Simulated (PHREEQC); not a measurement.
Dissolve 23 mmol/kgw HF, 0.082 mmol/kgw (CH3)4NF and 2 mmol/kgw H4SiO4 at 12 °C. Closed to the air; pH follows from the charge balance.

Computed with PHREEQC (ion-association model, wateq4f.dat).

The pH comes out as 2.29, the ionic strength is 0.00762 mol/kgw and the total alkalinity comes out as -23.0 meq/kg.

```json
[
 {"species": "HF", "molality": "0.00878", "activity": "0.00879", "log γ": "0.001"},
 {"species": "H+", "molality": "0.00554", "activity": "0.00512", "log γ": "-0.035"},
 {"species": "SiF6-2", "molality": "0.00200", "activity": "0.00141", "log γ": "-0.153"},
 {"species": "F-", "molality": "0.00158", "activity": "0.00144", "log γ": "-0.040"},
 {"species": "H2F2", "molality": "0.000317", "activity": "0.000318", "log γ": "0.001"},
 {"species": "(CH3)4N+", "molality": "8.20e-5", "activity": "7.49e-5", "log γ": "-0.039"},
 {"species": "HF2-", "molality": "4.70e-5", "activity": "4.29e-5", "log γ": "-0.040"},
 {"species": "H4SiO4", "molality": "4.36e-8", "activity": "4.37e-8", "log γ": "0.001"}
]
```

Precipitation was switched off in this run. (CH3)4N+ isn't in the database: it is added as a free cation with an ion size of 4 Å. At this temperature some constants are extrapolated from 25 °C, and those without enthalpy data are left unchanged. SiF6-2 is the database's only silicon fluoride.
